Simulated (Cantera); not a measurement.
A perfectly stirred reactor is fed with H2 : O2 : N2 = 1 : 0.746 : 2.81 (molar parts), at 1.00 bar; it is adiabatic with a 625 K inlet, and is followed from long to short residence time, starting on the burning branch (τ in s: 0.2, 0.087, 0.038, 0.016, 0.0071, 0.0031, 0.0013, 0.00058, 0.00025, 0.00011, 4.7e-05, 2.1e-05, 8.9e-06).

Computed with Cantera and the H2/O2 subset of GRI-Mech 3.0, which has no nitrogen chemistry.

**Question.** What does this change do: pressure from 1.00 bar to 0.210 bar?

**Answer.** 
```tsv
quantity	before	after
blow-out, bracketed by the residence times tried	burning at 21.0 µs, out at 8.90 µs	burning at 0.110 ms, out at 47.0 µs
x(H2) at τ = 0.200 s	0.00129	0.00316
x(O2) at τ = 0.200 s	0.0593	0.0589
x(H2O) at τ = 0.200 s	0.241	0.237
x(HO2) at τ = 0.200 s	3.71e-6	2.17e-6
x(H) at τ = 0.200 s	0.000228	0.000908
x(H2) at τ = 1.30 ms	0.00727	0.0215
x(O2) at τ = 1.30 ms	0.0592	0.0651
x(H2O) at τ = 1.30 ms	0.229	0.193
x(HO2) at τ = 1.30 ms	8.59e-6	7.48e-6
x(H) at τ = 1.30 ms	0.00326	0.0286
```
